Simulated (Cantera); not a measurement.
Mixture: H₂ : O₂ : N₂ : NO = 1 : 1.19 : 4.48 : 0.01 (molar parts), at 1.97 atm, adiabatic and at constant pressure. Ignition delay is the time to a rise of 400 K.

Model: GRI-Mech 3.0 (53 species, 325 reactions), integrated in Cantera. The mechanism lacks 2 NO + O2 → 2 NO2 and HONO, so NO2 and the effect of NO are under-described below about 1400 K. Below about 950 K walls govern HO2 and H2O2 in real vessels. Where the delays flatten at high temperature, the 400 K rule measures the pace of heat release, not the induction time.

Task: What does this change do: O2 1.19 to 0.69 parts?

Result: 
| quantity | before | after |
|---|---|---|
| delay at 875 K | 1.29 ms | 1.39 ms |
| delay at 1025 K | 0.128 ms | 0.158 ms |
| delay at 1175 K | 32.3 µs | 43.3 µs |
| delay at 1325 K | 16.0 µs | 21.7 µs |

Task: What does this change do: pressure from 1.97 atm to 0.484 atm?

Result: 
```json
[
 {"quantity": "delay at 875 K", "before": "1.29 ms", "after": "1.45 ms"},
 {"quantity": "delay at 1025 K", "before": "0.128 ms", "after": "0.302 ms"},
 {"quantity": "delay at 1175 K", "before": "32.3 µs", "after": "0.134 ms"},
 {"quantity": "delay at 1325 K", "before": "16.0 µs", "after": "94.1 µs"}
]
```
